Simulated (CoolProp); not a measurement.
Vapour-liquid equilibrium of R143a (1) + fluoroethane (R161) (2) at 29.65 °C; x and y are mole fractions of (1).

The numbers come from the multi-fluid Helmholtz-energy mixture model, Lemmon and Jacobsen 2000 and Wu 2012; pair parameters Bell 2016 in CoolProp.

| x | bubble pressure, mixture model (MPa) | bubble pressure, Raoult's law (MPa) | y, mixture model | y, Raoult's law |
|---|---|---|---|---|
| 0.05 | 1.068 | 1.066 | 0.065 | 0.067 |
| 0.125 | 1.099 | 1.094 | 0.157 | 0.162 |
| 0.2 | 1.129 | 1.122 | 0.243 | 0.253 |
| 0.275 | 1.158 | 1.150 | 0.326 | 0.340 |
| 0.35 | 1.187 | 1.178 | 0.405 | 0.422 |
| 0.425 | 1.214 | 1.206 | 0.481 | 0.501 |
| 0.5 | 1.242 | 1.234 | 0.555 | 0.576 |
| 0.575 | 1.269 | 1.262 | 0.626 | 0.647 |
| 0.65 | 1.296 | 1.291 | 0.696 | 0.716 |
| 0.725 | 1.323 | 1.319 | 0.763 | 0.782 |
| 0.8 | 1.350 | 1.347 | 0.830 | 0.844 |
| 0.875 | 1.377 | 1.375 | 0.894 | 0.905 |
| 0.95 | 1.403 | 1.403 | 0.958 | 0.963 |

The largest gap from Raoult's law is +0.8 % in bubble pressure, at x = 0.35. No azeotrope shows between x = 0.05 and 0.95.

Pair parameters are fitted to limited data, so mixtures are less certain than the pure fluids.
